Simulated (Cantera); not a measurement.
An adiabatic, constant-volume homogeneous reactor starts with 9.97 % CH4, 18.1 % O2, 68.2 % N2, 3.69 % H2O, at 1450 K and 4.30 bar.

Detailed kinetics in Cantera: GRI-Mech 3.0 (53 species, 325 reactions).

One state of this run: T (K) = 1468; P (bar) = 4.35; x CH4 = 0.0962; x O2 = 0.179; x H2O = 0.0394; x C2H2 = 3.97e-7; x H2O2 = 2.07e-6. x: mole fraction; the columns are a selection and need not sum to one.

Q: Which value of t (s) does it belong to?
A) 0.00110
B) 0.000430
C) 6.62e-5
D) 0.300

A: B, 0.000430
